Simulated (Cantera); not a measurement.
Cantera run:

```python
import numpy as np
import cantera as ct

gas_names = [...]  # 91 gases of nasa_gas.yaml made of C, Cl, H
cond_names = """
    C(gr) C6H6(L) C7H8(L) C8H18(L),n-octa
""".split()


# ... load() reads the species with a 1 bar reference pressure and builds the phases ...
atoms = {
    'CH3Cl': {'C': 1, 'H': 3, 'CL': 1},
}
top_T = {'C(gr)': 4500}  # K; cautious upper limits of use, not melting points


# ... equilibrate(T, P, feed) seeds the gas with the atoms and calls Mixture.equilibrate('TP', solver="vcs", rtol=1e-11, max_steps=5000) ...
results = []
feed = {'CH3Cl': 1}  # mol
T = 1550  # K
for P in [1, 3.6, 13, 46, 170, 600, 2200, 7700, 28000, 100000]:
    mix = equilibrate(T, P, feed)
    results.append((T, P, feed, dict(zip(mix.species_names, mix.species_moles))))

top = {s: max(r[3][s] / sum(r[3][g] for g in gas_names) for r in results) for s in gas_names}
cols = sorted((s for s in top if top[s] > 1e-06), key=lambda s: -top[s])[:5]
seen = [c for c in cond_names if any(r[3].get(c, 0) > 1e-12 for r in results)]
print("log10 of partial pressures in bar; condensed amounts in mol")
print(f"{'P/Pa':>10s}" + "".join(f"{s[:9]:>10s}" for s in cols + seen))
for T, P, feed, n in results:
    ng = sum(n[g] for g in gas_names)
    print(f"{P:10.4g}" + "".join(f"{np.log10(max(n[s] / ng * P / 1e5, 1e-99)):10.3f}" for s in cols)
          + "".join(f"{n.get(c, 0):10.4g}" for c in seen))
```

Output:

```
log10 of partial pressures in bar; condensed amounts in mol
      P/Pa       HCL        H2         H        CL       CH4     C(gr)
         1    -5.309    -5.304    -7.154    -7.256   -13.301         1
       3.6    -4.749    -4.747    -6.875    -6.975   -12.185         1
        13    -4.189    -4.188    -6.596    -6.695   -11.068         1
        46    -3.639    -3.639    -6.321    -6.420    -9.969         1
       170    -3.071    -3.071    -6.037    -6.135    -8.834         1
       600    -2.523    -2.523    -5.763    -5.861    -7.738         1
      2200    -1.959    -1.959    -5.481    -5.579    -6.609    0.9999
      7700    -1.415    -1.415    -5.209    -5.307    -5.521    0.9999
   2.8e+04    -0.854    -0.854    -4.929    -5.026    -4.400    0.9997
     1e+05    -0.301    -0.302    -4.653    -4.750    -3.295     0.999
```

Equilibrium computed with Cantera from the NASA thermochemical tables; the gas is ideal and each condensed phase is pure.
